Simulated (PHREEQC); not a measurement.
## Hard or scaling water (model solution)

Dissolve 26 mmol/kgw MgCl2, 0.086 mmol/kgw NaHCO3 and 0.036 mmol/kgw NaCl at 25 °C. Closed to the air; pH follows from the charge balance.

The numbers come from PHREEQC with the ion-association model, phreeqc.dat.

This is a speciation only: nothing precipitates in the calculation.

What pH, density does the model give?

pH 7.56; density 0.999 g/cm³.

In which forms is C present?

HCO3- 83 %, MgHCO3+ 11 %, CO2 4.1 %, MgCO3 1.2 % of the C.

Species that the database lacks are ignored.
